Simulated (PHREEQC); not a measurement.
Solution (20 °C): 0.0011 mol KOH, 0.015 mol KBr and 0.0002 mol SrBr2 per kg of water. It is in equilibrium with CO2 at log p = 0 (atm). Otherwise closed; pH follows from the charge balance.

All values are PHREEQC results (ion-association model, wateq4f.dat), not measurements.

```json
[
 {"quantity": "pH", "before": "4.78", "after": "4.82"},
 {"quantity": "ionic strength (mol/kgw)", "before": "0.0167", "after": "0.00171"},
 {"quantity": "HCO3- (mol/kgw)", "before": "0.00112", "after": "0.00111"},
 {"quantity": "CO3-2 (mol/kgw)", "before": "4.13e-9", "after": "3.51e-9"}
]
```

Question: Name the change that produced these shifts.
A. KBr left out
B. KOH from 0.0011 to 0.0022 mol/kgw
C. diluted 10-fold with water
D. SrBr2 replaced by CaBr2 at the same molality

Answer: A, KBr left out

This is a speciation only: nothing precipitates in the calculation.
